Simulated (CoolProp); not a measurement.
R1234ze(E) along the isobar 5.21 MPa: fugacity coefficient from the reference equation and from simpler models built on Tc = 109.4 °C, pc = 3.635 MPa, ω = 0.313; each cubic takes its own stable root.

The numbers come from the reference Helmholtz-energy equation of state, Thol 2016 in CoolProp.

```
T (°C)          phase  reference  van der Waals  Soave-Redlich-Kwong
------  -------------  ---------  -------------  -------------------
58.25          liquid     0.2215         0.3610                    ?
70.85          liquid          ?              ?                    ?
83.55          liquid     0.3466         0.4510               0.3625
96.25          liquid          ?              ?                    ?
108.85         liquid     0.4901         0.5410               0.5077
121.55  supercritical     0.5618         0.5842               0.5770
134.15  supercritical     0.6217         0.6242               0.6343
146.85  supercritical     0.6666         0.6599               0.6788
```

### Question
Fill in the missing entries.

### Answer

- 58.25, Soave-Redlich-Kwong: 0.2321
- 70.85, reference: 0.2806
- 70.85, van der Waals: 0.4055
- 70.85, Soave-Redlich-Kwong: 0.2940
- 96.25, reference: 0.4174
- 96.25, van der Waals: 0.4965
- 96.25, Soave-Redlich-Kwong: 0.4350
